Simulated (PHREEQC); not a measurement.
A solution holds 0.042 mol/kgw AgNO3, 0.062 mol/kgw HNO3 and 7.5e-05 mol/kgw Cu(NO3)2, at 25 °C. Closed to the air; pH follows from the charge balance.

All values are PHREEQC results (ion-association model, wateq4f.dat), not measurements.

Precipitation was switched off in this run.

Question: Predict the pH.

Answer: pH 1.29.

Question: In which forms is N present?

Answer: NO3- 99 %, AgNO3 1.2 % of the N.

Complexes and solids missing from the database can't appear.
